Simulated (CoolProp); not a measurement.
A single-stage vapour-compression cycle with benzene: evaporating at 313.15 K (dew point), condensing at 336.15 K (bubble point), superheat 10 K, subcooling 0 K, compressor efficiency 0.6, no pressure losses. Each further row changes one setting.

The numbers come from the reference Helmholtz-energy equation of state, Thol 2012 in CoolProp.

```json
[
 {"case": "as stated", "cooling COP": "7.70", "pressure ratio": "2.38", "discharge temperature (K)": "365.3", "refrigerating effect (kJ/kg)": "392", "volumetric capacity (kJ/m³)": "281"},
 {"case": "evaporating temperature 318.15 K", "cooling COP": "10.1", "pressure ratio": "(withheld)", "discharge temperature (K)": "360.7", "refrigerating effect (kJ/kg)": "398", "volumetric capacity (kJ/m³)": "344"},
 {"case": "condensing temperature 331.15 K", "cooling COP": "9.96", "pressure ratio": "2.00", "discharge temperature (K)": "356.9", "refrigerating effect (kJ/kg)": "402", "volumetric capacity (kJ/m³)": "288"},
 {"case": "subcooling 5 K", "cooling COP": "7.88", "pressure ratio": "2.38", "discharge temperature (K)": "365.3", "refrigerating effect (kJ/kg)": "402", "volumetric capacity (kJ/m³)": "288"},
 {"case": "superheat 20 K", "cooling COP": "7.69", "pressure ratio": "2.38", "discharge temperature (K)": "375.2", "refrigerating effect (kJ/kg)": "(withheld)", "volumetric capacity (kJ/m³)": "281"},
 {"case": "compressor efficiency 0.5", "cooling COP": "(withheld)", "pressure ratio": "2.38", "discharge temperature (K)": "372.9", "refrigerating effect (kJ/kg)": "392", "volumetric capacity (kJ/m³)": "281"}
]
```

Q: Fill in the missing entries.

A: 
- evaporating temperature 318.15 K, pressure ratio: 1.95
- superheat 20 K, refrigerating effect (kJ/kg): 404
- compressor efficiency 0.5, cooling COP: 6.42
